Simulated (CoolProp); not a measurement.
Properties of R1234yf at several states (Tc = 367.8 K, pc = 33.84 bar, ω = 0.276).

The numbers come from the reference Helmholtz-energy equation of state, Lemmon 2022 in CoolProp.

```tsv
T (K)	p (bar)	phase	cp (kJ/(kg K))	speed of sound (m/s)	Joule-Thomson coefficient (K/MPa)	Prandtl number	fugacity coefficient
170.1	23.9	liquid	1.100	1044	-0.4438	11.6	0.0003365
174.7	0.269	liquid	1.105	1012	-0.4373	10.2	0.04148
198.6	0.399	liquid	1.132	896.2	-0.4060	6.77	0.2023
285.1	179	liquid	1.252	655.6	-0.2823	3.78	0.04684
```

Viscosity comes from a separate model (Bell 2016), an estimate that may be off by 10 % or more. Thermal conductivity comes from a separate model (Perkins 2011).
